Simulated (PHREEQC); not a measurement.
Dissolve 1.7 mmol/kgw NaOH and 0.021 mmol/kgw CO2 at 25 °C. Closed to the air; pH follows from the charge balance.

All values are PHREEQC results (ion-association model, phreeqc.dat), not measurements.

```csv
quantity,before,after
pH,11.20,10.90
CO3-2 (mol/kgw),1.83e-5,8.35e-6
HCO3- (mol/kgw),2.18e-6,2.03e-6
NaCO3- (mol/kgw),4.84e-7,1.16e-7
NaHCO3 (mol/kgw),1.90e-9,9.10e-10
```

Problem. Which change was made?
A) CO2 from 2.1e-05 to 0.00021 mol/kgw
B) NaOH replaced by NaHCO3 at the same molality
C) temperature from 25 to 10 °C
D) CO2 replaced by Ca(HCO3)2 at the same molality
E) diluted 2-fold with water

Solution. E, diluted 2-fold with water

Precipitation was switched off in this run.
